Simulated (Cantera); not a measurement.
Charge: 1 mol CH4, 0.71 mol NH3, 8.5 mol H2, held at 1 atm.

Method: chemical equilibrium by Gibbs-energy minimisation in Cantera with the NASA 1993 tables (ideal gas, pure condensed phases). Candidate condensed phases: C, C6H6, C7H8, C8H18; 92 gas species. Kinetics and transport are ignored.

Over these rows the condensed part is C(graphite). Partial pressures as log10 of bar:

```json
[
 {"T (K)": "1075", "1000/T (1/K)": "0.9302", "log p HCN": "-5.56", "log p H2": "-0.03", "log p N2": "-1.50", "log p CH4": "-1.40"},
 {"T (K)": "1125", "1000/T (1/K)": "0.8889", "log p HCN": "-5.28", "log p H2": "-0.02", "log p N2": "-1.51", "log p CH4": "-1.58"},
 {"T (K)": "1175", "1000/T (1/K)": "0.8511", "log p HCN": "?", "log p H2": "-0.02", "log p N2": "-1.51", "log p CH4": "-1.75"},
 {"T (K)": "1225", "1000/T (1/K)": "0.8163", "log p HCN": "-4.77", "log p H2": "-0.01", "log p N2": "-1.52", "log p CH4": "-1.91"},
 {"T (K)": "1275", "1000/T (1/K)": "0.7843", "log p HCN": "-4.55", "log p H2": "-0.01", "log p N2": "-1.52", "log p CH4": "-2.06"},
 {"T (K)": "1325", "1000/T (1/K)": "0.7547", "log p HCN": "-4.35", "log p H2": "-0.01", "log p N2": "-1.52", "log p CH4": "-2.19"}
]
```

Task: Fit log p(HCN) = a + b·(1000/T) to the five rows, give the apparent enthalpy, and predict the row at 1175 K.

Result: Means: 1000/T = 0.8349, log p = -4.902. Sxy = -0.147656, Sxx = 0.0213364, so b = -6.92 and a = -4.902 − (-6.92)×0.8349 = 0.88.
Apparent enthalpy: −19.145 × (-6.92) = 132 kJ/mol. With the condensed phases at unit activity, C(graphite) + 1/2 H2(g) + 1/2 N2(g) = HCN(g) links this pressure to the main gases: over the six rows their terms move log p by -0.00 in all, so the slope is close to that reaction's ΔH°. The five rows lie within 0.01 of the line.
Prediction at 1175 K: 0.88 + (-6.92)×0.8511 = -5.01. The computed value is -5.01, 0.00 from the line.
